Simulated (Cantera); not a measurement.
Input: 1 mol Cr, 1.8 mol N₂O, equilibrated at 1348.15 K and 3.40 mbar.

Method: chemical equilibrium by Gibbs-energy minimisation in Cantera with the NASA 1993 tables (ideal gas, pure condensed phases). Candidate condensed phases: Cr, CrN, Cr₂N, Cr₂O₃; 14 gas species. Kinetics and transport are ignored.

Base state: N₂ 0.923, O₂ 0.0767, NO 0.000350 (mole fractions); condensed: Cr₂O₃(s).

Q: What changes in the equilibrium state with this change: temperature from 1348.15 K to 2625 K?

A: 
```csv
species,before,after
N₂,0.923,0.516
CrO,<1e-9,0.141
O,1.94e-6,0.115
Cr,<1e-9,0.0881
CrO₂,1.33e-9,0.0615
NO,0.000350,0.0128
O₂,0.0767,0.0657
N,<1e-9,1.09e-5
CrO₃,2.31e-8,0.000110
"Cr₂O₃(s), mol",0.500,0
```

Q: What changes in the equilibrium state with this change: N₂O from 1.8 to 1.4 mol?

A: 
| species | before | after |
|---|---|---|
| N₂ | 0.923 | 1.000 |
| O₂ | 0.0767 | <1e-9 |
| NO | 0.000350 | <1e-9 |
| Cr₂O₃(s), mol | 0.500 | 0.467 |
| Cr(s), mol | 0 | 0.0667 |
Mutual solubility and eutectic melting of coexisting phases are not modelled.

Q: What changes in the equilibrium state with this change: temperature from 1348.15 K to 2598 K?

A: 
```csv
species,before,after
N₂,0.923,0.525
CrO,<1e-9,0.143
O,1.94e-6,0.102
Cr,<1e-9,0.0807
CrO₂,1.33e-9,0.0710
NO,0.000350,0.0124
O₂,0.0767,0.0658
CrO₃,2.31e-8,0.000141
"Cr₂O₃(s), mol",0.500,0
```
